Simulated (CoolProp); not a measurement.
A closed Brayton cycle with dry air: compressor inlet 305.15 K and 3.7 MPa, high pressure 12.3 MPa, turbine inlet 810 K, compressor efficiency 0.8, turbine efficiency 0.93, recuperator effectiveness 0.8 (on enthalpy, no pinch check). Each further row changes one setting.

Model: reference Helmholtz-energy equation of state, Lemmon 2000, in CoolProp. It is a pseudo-pure fit of the blend.

```csv
case,thermal efficiency (%),net work (kJ/kg),compressor to turbine work,compressor exit (K),turbine exit (K)
as stated,[?],68.6,0.70,462.0,602.6
turbine inlet 760 K,22.6,54.2,[?],462.0,563.6
compressor inlet 315.15 K,[?],[?],[?],476.8,602.6
high pressure 10.5 MPa,[?],66.9,0.67,[?],626.8
recuperator effectiveness 0.5,[?],68.6,0.70,462.0,602.6
```

**Question.** Fill in the missing entries.

**Answer.** 
- as stated, thermal efficiency (%): 26.1
- turbine inlet 760 K, compressor to turbine work: 0.75
- compressor inlet 315.15 K, thermal efficiency (%): 24.4
- compressor inlet 315.15 K, net work (kJ/kg): 63.0
- compressor inlet 315.15 K, compressor to turbine work: 0.72
- high pressure 10.5 MPa, thermal efficiency (%): 27.2
- high pressure 10.5 MPa, compressor exit (K): 438.2
- recuperator effectiveness 0.5, thermal efficiency (%): 22.4
